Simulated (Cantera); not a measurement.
An isothermal, constant-pressure homogeneous reactor starts with C₂H₆ : N₂ = 1 : 60 (molar parts), at 1975 K and 13.5 Torr. Integrator tolerance rtol = 1e-08.

Computed with Cantera and GRI-Mech 3.0 (53 species, 325 reactions). GRI-Mech 3.0 stops at C3 and has no aromatics, soot or wall deposition, so with more carbon than oxygen in the feed, carbon stays in small species such as C2H2 where larger ones or solid carbon would form. Radical loss at walls, strong at low pressure, is not modelled.

Task: What does this change do: N2 60 to 44 parts?

Result: 
| quantity | before | after |
|---|---|---|
| x(C₂H₆) at 100 s | <1e-12 (gas-phase equilibrium <1e-12) | <1e-12 (gas-phase equilibrium <1e-12) |
| x(C₂H) at 100 s | 1.57e-5 (gas-phase equilibrium 1.83e-6) | 1.82e-5 (gas-phase equilibrium 2.69e-6) |
| x(C₂H₄) at 100 s | 6.71e-8 (gas-phase equilibrium 7.81e-9) | 1.21e-7 (gas-phase equilibrium 1.79e-8) |
| x(C₂H₂) at 100 s | 0.0157 (gas-phase equilibrium 0.00182) | 0.0211 (gas-phase equilibrium 0.00311) |
| x(CH₂) at 100 s | 3.32e-9 (gas-phase equilibrium 6.36e-9) | 4.64e-9 (gas-phase equilibrium 9.64e-9) |
